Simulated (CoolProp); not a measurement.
Vapour-liquid equilibrium of methanol (1) + hexamethyldisiloxane (MM) (2) at 375 K; x and y are mole fractions of (1).

The numbers come from the multi-fluid Helmholtz-energy mixture model, de Reuck 1993 and Thol 2016; pair parameters Bell 2016 in CoolProp.

Q: Give the bubble pressure and the first vapour's composition at x = 0.2, 0.8, 0.95. Is there an azeotrope?

A: x = 0.2: 216.1 kPa, y = 0.572; x = 0.8: 355.4 kPa, y = 0.870; x = 0.95: 370.6 kPa, y = 0.960. No azeotrope shows between x = 0.05 and 0.95.

The pair parameters rest on a limited set of measurements; away from them the model extrapolates.
